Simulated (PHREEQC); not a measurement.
Alkaline etch or developer: an equilibrium model

Make-up at 65 °C: 0.0017 mol KOH per kg of water. Closed to the air; pH follows from the charge balance.

All values are PHREEQC results (ion-association model, phreeqc.dat), not measurements.

```
Quantity                        Value
--------------------  ---------------
pH                              10.11
ionic strength        0.00170 mol/kgw
specific conductance        917 µS/cm
total alkalinity          1.70 meq/kg
```

```tsv
species	molality	activity	log γ
OH-	0.00170	0.00162	-0.022
K+	0.00170	0.00162	-0.022
```

This is a speciation only: nothing precipitates in the calculation. Away from 25 °C the constants follow the database's enthalpies or fits; those with neither stay at their 25 °C values.
